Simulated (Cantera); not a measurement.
A perfectly stirred reactor is fed with 2.15 % CO, 3.61 % O2, 8.18 % H2O, 86.1 % N2, at 1000000 Pa; it is held at 1300 K, and followed from long to short residence time.

Detailed kinetics in Cantera: GRI-Mech 3.0 (53 species, 325 reactions).

Task: Predict: x(CO) at τ = 19.0 s; x(O2) at τ = 19.0 s; x(H2O) at τ = 19.0 s; x(H2) at τ = 19.0 s; x(CO) at τ = 0.250 s; x(O2) at τ = 0.250 s; x(H2O) at τ = 0.250 s; x(H2) at τ = 0.250 s; x(NO2) at τ = 0.250 s.

Result: 
| Quantity | Value |
|---|---|
| x(CO) at τ = 19.0 s | 1.28e-5 |
| x(O2) at τ = 19.0 s | 0.0257 |
| x(H2O) at τ = 19.0 s | 0.0826 |
| x(H2) at τ = 19.0 s | 2.50e-7 |
| x(CO) at τ = 0.250 s | 0.000683 |
| x(O2) at τ = 0.250 s | 0.0260 |
| x(H2O) at τ = 0.250 s | 0.0826 |
| x(H2) at τ = 0.250 s | 1.11e-5 |
| x(NO2) at τ = 0.250 s | 8.01e-9 |
